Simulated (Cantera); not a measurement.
Mixture: CH4 : C2H6 : O2 : N2 = 1 : 0.071 : 3.21 : 18.3 (molar parts), at 29.6 atm, adiabatic and at constant pressure. Ignition delay is the time to a rise of 400 K.

Cantera simulation using GRI-Mech 3.0 (53 species, 325 reactions); the numbers are that mechanism's predictions, not measurements. The pressure lies above the range GRI-Mech 3.0 was tuned for (to about 10 atm).

Problem. Predict: delay at 1225 K; delay at 1325 K; delay at 1425 K; delay at 1525 K; apparent activation energy between 1475 and 1575 K.

Solution. 
```
Quantity                                                 Value
--------------------------------------------------  ----------
delay at 1225 K                                       0.558 ms
delay at 1325 K                                       0.194 ms
delay at 1425 K                                        77.4 µs
delay at 1525 K                                        33.8 µs
apparent activation energy between 1475 and 1575 K  150 kJ/mol
```
